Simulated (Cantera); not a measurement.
**Hydrogen reduction and annealing atmospheres: PbS + H2 + N2**

Input: 1 mol PbS, a varied amount of H2, 0.56 mol N2, held at 1675 K and 0.0110 bar.

Equilibrium computed with Cantera from the NASA thermochemical tables; the gas is ideal and each condensed phase is pure. Candidate condensed phases: Pb, PbS, S; 18 gas species. Equilibrium is a limit: real reactors are often held back by kinetics, nucleation or transport.

| n(H2) (mol) | log p H2 | log p PbS | log p N2 | log p Pb | log p S2 | log p H2S |
|---|---|---|---|---|---|---|
| 1.7 | -2.28 | -2.69 | -2.74 | -2.93 | -3.33 | -3.71 |
| 2.3 | -2.22 | -2.77 | -2.81 | -2.98 | -3.40 | -3.69 |
| 3.1 | -2.17 | -2.87 | -2.89 | -3.03 | -3.48 | -3.67 |
| 4.2 | -2.12 | -2.98 | -2.98 | -3.10 | -3.57 | -3.67 |
| 5.7 | -2.09 | -3.10 | -3.08 | -3.17 | -3.67 | -3.69 |
| 7.8 | -2.06 | -3.23 | -3.19 | -3.25 | -3.78 | -3.71 |
| 11 | -2.03 | -3.39 | -3.32 | -3.34 | -3.91 | -3.76 |
| 14 | -2.02 | -3.51 | -3.41 | -3.41 | -4.01 | -3.79 |
| 20 | -2.00 | -3.70 | -3.55 | -3.52 | -4.16 | -3.85 |
| 27 | -1.99 | -3.86 | -3.67 | -3.61 | -4.30 | -3.91 |
| 36 | -1.98 | -4.03 | -3.79 | -3.71 | -4.45 | -3.98 |
| 50 | -1.98 | -4.22 | -3.92 | -3.82 | -4.62 | -4.06 |
| 68 | -1.97 | -4.41 | -4.05 | -3.92 | -4.79 | -4.14 |
log p: log10 of the partial pressure in bar; nothing condenses.

From 1.7 mol H2 to 68 mol H2 nothing is condensed. The main Pb-bearing gas is PbS at 1.7 mol H2 and Pb at 68 mol H2.
